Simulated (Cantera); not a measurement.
Input: 1 mol Ca(OH)₂, 0.47 mol CO₂, held at 1.00 bar.

Method: chemical equilibrium by Gibbs-energy minimisation in Cantera with the NASA 1993 tables (ideal gas, pure condensed phases). Candidate condensed phases: C, C₆H₆, C₇H₈, C₈H₁₈, Ca, CaCO₃, CaO, Ca(OH)₂, H₂O; 115 gas species. The numbers say what is thermodynamically allowed, not how fast it happens.

### Question
At 1623 K, list the 5 most abundant gas species with their mole fractions, and the condensed phases.

### Answer
H₂O 0.680, CO₂ 0.319, CO 0.000455, O₂ 0.000356, H₂ 0.000312. Condensed: CaO(s).
